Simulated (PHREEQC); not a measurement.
FeCl3 is added in steps, without added water, to 1 kg of water holding 0.19 mol/kgw CaCl2, 0.00011 mol/kgw Na2HPO4 and 1.2e-06 mol/kgw H4SiO4, at 25 °C. O2 is buffered at 0.21 atm. The system is closed to CO2. Only these solids could form: Portlandite, Fe(OH)3(a), Hydroxyapatite, Strengite, SiO2(a), Halite.

Base run: PHREEQC, ion-association model, wateq4f.dat. Each further column changes one thing. The table gives P in solution (mol/kgw).

| FeCl3 added (mol) | base | Debye-Hückel limiting law | Davies equation for every ion | all activity coefficients set to 1 | metal-ligand complexes left out |
|---|---|---|---|---|---|
| 0 | 6.63e-5 | 8.66e-5 | 6.59e-5 | … | 6.21e-5 |
| 0.06333 | 6.38e-6 | 0.000110 | … | 4.59e-7 | 2.39e-8 |
| 0.1267 | 1.03e-5 | 0.000110 | … | 7.09e-7 | 2.03e-8 |
| 0.19 | 1.22e-5 | 0.000110 | 5.91e-6 | 8.60e-7 | 1.82e-8 |
| 0.2533 | 1.35e-5 | 0.000110 | 5.70e-6 | 9.53e-7 | … |
| 0.3167 | 1.46e-5 | 0.000110 | 5.23e-6 | … | … |
| 0.38 | 1.56e-5 | 0.000110 | … | 1.05e-6 | 2.03e-8 |

Question: Some entries are withheld; supply them.

Answer: 
- 0, all activity coefficients set to 1: 6.54e-5
- 0.06333, Davies equation for every ion: 3.75e-6
- 0.1267, Davies equation for every ion: 5.51e-6
- 0.2533, metal-ligand complexes left out: 1.85e-8
- 0.3167, all activity coefficients set to 1: 1.01e-6
- 0.3167, metal-ligand complexes left out: 1.94e-8
- 0.38, Davies equation for every ion: 4.69e-6

The ionic strength passes 0.7 mol/kgw, the rough limit of the ion-association models, in part of: base; Debye-Hückel limiting law; Davies equation for every ion; all activity coefficients set to 1; metal-ligand complexes left out. H3PO4, which wateq4f.dat lacks, is added to it with the constant of phreeqc.dat.
